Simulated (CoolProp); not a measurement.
A closed Brayton cycle with nitrogen: compressor inlet 306.15 K and 6.5 MPa, high pressure 16.7 MPa, turbine inlet 775 K, compressor efficiency 0.89, turbine efficiency 0.85, recuperator effectiveness 0.95 (on enthalpy, no pinch check). Each further row changes one setting.

The numbers come from the reference Helmholtz-energy equation of state, Span 2000 in CoolProp.

| case | thermal efficiency (%) | net work (kJ/kg) | compressor to turbine work | compressor exit (K) | turbine exit (K) |
|---|---|---|---|---|---|
| as stated | [?] | 55.8 | 0.67 | 414.5 | 626.3 |
| turbine inlet 725 K | 25.7 | 44.7 | 0.72 | 414.5 | [?] |
| compressor inlet 316.15 K | [?] | 51.7 | 0.70 | 427.9 | 626.3 |
| high pressure 14.2 MPa | 31.6 | [?] | 0.64 | 393.8 | 649.5 |
| recuperator effectiveness 0.5 | 19.1 | 55.8 | 0.67 | 414.5 | 626.3 |

### Question
What belongs in the gaps?

### Answer

- as stated, thermal efficiency (%): 29.7
- turbine inlet 725 K, turbine exit (K): 584.5
- compressor inlet 316.15 K, thermal efficiency (%): 27.8
- high pressure 14.2 MPa, net work (kJ/kg): 51.6
